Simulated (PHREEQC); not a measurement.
0.05 mol of Gypsum (CaSO4:2H2O) is brought to equilibrium with 1 kg of water holding 0.03 mol/kgw NaCl, at 20 °C, the pH being set by adding NaOH or HCl. Oxygen alone is held at its pressure in air (log pO2 = -0.68). The system is closed to CO2. The run lets Gypsum, Portlandite, Mirabilite precipitate or redissolve, and no other solid.

Equilibrium calculation in PHREEQC: ion-association model, wateq4f.dat.

### Question
Predict HSO4- (mol/kgw) at pH = 8.75, 9.65, 11.

### Answer
```csv
pH,HSO4- (mol/kgw)
8.75,9.60e-10
9.65,1.21e-10
11,5.42e-12
```
